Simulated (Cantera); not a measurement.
## Carbon deposition, reforming and gasification: CO + NH₃ + N₂

A closed system holds: 1 mol CO, 0.77 mol NH₃, 4.4 mol N₂, at 44.0 mbar.

Cantera equilibrium calculation (NASA polynomials, part measured and part estimated; ideal gas, pure solids and liquids). Candidate condensed phases: C, C₆H₆, C₇H₈, C₈H₁₈, H₂O; 169 gas species. Ions and electrons are included (thermal ionisation). Rates play no part.

From 2727 °C to 4727 °C nothing is condensed. The main C-bearing gas is CO throughout.

```json
[
 {"T (°C)": "2727", "x N₂": "0.626", "x H": "0.183", "x CO": "0.131", "x N": "5.25e-5", "x H₂": "0.0594", "x O": "1.21e-5", "x C": "5.56e-7", "x CN": "5.94e-6"},
 {"T (°C)": "3227", "x N₂": "0.596", "x H": "0.269", "x CO": "0.124", "x N": "0.000815", "x H₂": "0.00916", "x O": "0.000105", "x C": "3.26e-5", "x CN": "6.77e-5"},
 {"T (°C)": "3727", "x N₂": "0.586", "x H": "0.282", "x CO": "0.122", "x N": "0.00648", "x H₂": "0.00138", "x O": "0.000774", "x C": "0.000492", "x CN": "0.000304"},
 {"T (°C)": "4227", "x N₂": "0.563", "x H": "0.279", "x CO": "0.117", "x N": "0.0322", "x H₂": "0.000287", "x O": "0.00420", "x C": "0.00345", "x CN": "0.000825"},
 {"T (°C)": "4727", "x N₂": "0.493", "x H": "0.265", "x CO": "0.0985", "x N": "0.111", "x H₂": "7.47e-5", "x O": "0.0161", "x C": "0.0146", "x CN": "0.00157"}
]
```
x: gas mole fraction; nothing condenses.
